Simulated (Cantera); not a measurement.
Mixture: CH₄ : CO : O₂ : N₂ : H₂O = 1 : 0.03 : 2.88 : 10.8 : 1.2 (molar parts), equivalence ratio 0.70, at 480 Torr, adiabatic and at constant volume. Ignition delay is the time to a rise of 400 K.

Computed with Cantera and GRI-Mech 3.0 (53 species, 325 reactions).

Problem. What does this change do: pressure from 480 Torr to 760 Torr?

Solution. 
```json
[
 {"quantity": "delay at 1198 K", "before": "66.1 ms", "after": "44.3 ms"},
 {"quantity": "delay at 1348 K", "before": "8.78 ms", "after": "6.17 ms"},
 {"quantity": "delay at 1498 K", "before": "1.63 ms", "after": "1.15 ms"},
 {"quantity": "delay at 1648 K", "before": "0.437 ms", "after": "0.296 ms"},
 {"quantity": "apparent activation energy between 1573 and 1723 K", "before": "170 kJ/mol", "after": "180 kJ/mol"}
]
```
